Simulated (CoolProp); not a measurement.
Computed with CoolProp (reference Helmholtz-energy equation of state, de Reuck 1990).

For fluorine, give the phase and the density (kg/m³), Joule-Thomson coefficient (K/MPa), isothermal compressibility (1/MPa), expansivity (1/kK) at 120.1 K and 36.4 bar; 120.1 K and 90.9 bar.


- 120.1 K and 36.4 bar: liquid; density 1220, Joule-Thomson coefficient 0.0168, isothermal compressibility 0.00700, expansivity 8.63
- 120.1 K and 90.9 bar: liquid; density 1260, Joule-Thomson coefficient -0.0798, isothermal compressibility 0.00509, expansivity 6.95
